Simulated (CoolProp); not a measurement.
Vapour-liquid equilibrium of R125 (1) + R1234yf (2) at 298.5 K; x and y are mole fractions of (1).

Computed with CoolProp (multi-fluid Helmholtz-energy mixture model, Lemmon 2005 and Lemmon 2022; pair parameters Bell 2023).

| x | bubble pressure, mixture model (bar) | bubble pressure, Raoult's law (bar) | y, mixture model | y, Raoult's law |
|---|---|---|---|---|
| 0.05 | 7.225 | 7.245 | 0.085 | 0.096 |
| 0.15 | 7.888 | 7.946 | 0.235 | 0.263 |
| 0.25 | 8.555 | 8.647 | 0.365 | 0.402 |
| 0.35 | 9.228 | 9.349 | 0.479 | 0.521 |
| 0.45 | 9.911 | 10.05 | 0.580 | 0.623 |
| 0.55 | 10.60 | 10.75 | 0.672 | 0.711 |
| 0.65 | 11.31 | 11.45 | 0.755 | 0.789 |
| 0.75 | 12.03 | 12.15 | 0.831 | 0.858 |
| 0.85 | 12.77 | 12.85 | 0.902 | 0.920 |
| 0.95 | 13.52 | 13.56 | 0.968 | 0.975 |

The largest gap from Raoult's law is -1.4 % in bubble pressure, at x = 0.45. No azeotrope shows between x = 0.05 and 0.95.

The pair parameters rest on a limited set of measurements; away from them the model extrapolates.
